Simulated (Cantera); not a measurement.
An adiabatic, constant-volume homogeneous reactor starts with 23.1 % H2, 12.0 % O2, 63.8 % N2, 1.02 % CO2, equivalence ratio 0.96, at 1725 K and 6000 Torr.

Detailed kinetics in Cantera: GRI-Mech 3.0 (53 species, 325 reactions). The hydrogen kinetics of GRI-Mech 3.0 are dated; newer H2 mechanisms differ, most at raised pressure. Above 3000 K some thermodynamic fits are extrapolated.

x: mole fraction; the columns are a selection and need not sum to one.

| t (s) | T (K) | P (bar) | x H2 | x O2 | x HO2 | x H | x H2O2 | x NO | x NO2 |
|---|---|---|---|---|---|---|---|---|---|
| 7.00e-6 | 3104 | 13.2 | 0.0293 | 0.0154 | 1.96e-5 | 0.0104 | 1.86e-6 | 0.00136 | 7.19e-7 |
| 2.06e-5 | 3101 | 13.2 | 0.0296 | 0.0144 | 1.85e-5 | 0.0102 | 1.79e-6 | ? | ? |
| 6.08e-5 | 3091 | 13.1 | 0.0304 | 0.0128 | 1.66e-5 | 0.0101 | 1.66e-6 | ? | ? |
| 0.000179 | 3086 | 13.1 | 0.0308 | 0.0121 | 1.58e-5 | 0.00999 | 1.60e-6 | 0.0118 | 5.59e-6 |
| 0.000528 | 3086 | 13.1 | 0.0308 | 0.0120 | 1.57e-5 | 0.00998 | 1.60e-6 | 0.0119 | 5.62e-6 |
| 0.00156 | 3086 | 13.1 | 0.0308 | 0.0120 | 1.57e-5 | 0.00998 | 1.60e-6 | 0.0119 | 5.62e-6 |
| 0.00458 | 3086 | 13.1 | 0.0308 | 0.0120 | 1.57e-5 | 0.00998 | 1.60e-6 | 0.0119 | 5.62e-6 |
| 0.0135 | 3086 | 13.1 | 0.0308 | 0.0120 | 1.57e-5 | 0.00998 | 1.60e-6 | 0.0119 | 5.62e-6 |
| 0.0398 | 3086 | 13.1 | 0.0308 | 0.0120 | 1.57e-5 | 0.00998 | 1.60e-6 | 0.0119 | 5.62e-6 |
| 0.117 | 3086 | 13.1 | 0.0308 | 0.0120 | 1.57e-5 | 0.00998 | 1.60e-6 | 0.0119 | 5.62e-6 |
| 0.346 | 3086 | 13.1 | 0.0308 | 0.0120 | 1.57e-5 | 0.00998 | 1.60e-6 | 0.0119 | 5.62e-6 |
| 1.02 | 3086 | 13.1 | 0.0308 | 0.0120 | 1.57e-5 | 0.00998 | 1.60e-6 | 0.0119 | 5.62e-6 |
| 3.00 | 3086 | 13.1 | 0.0308 | 0.0120 | 1.57e-5 | 0.00998 | 1.60e-6 | 0.0119 | 5.62e-6 |

Fill in the missing entries.


- 2.06e-5, x NO: 0.00444
- 2.06e-5, x NO2: 2.27e-6
- 6.08e-5, x NO: 0.00950
- 6.08e-5, x NO2: 4.61e-6
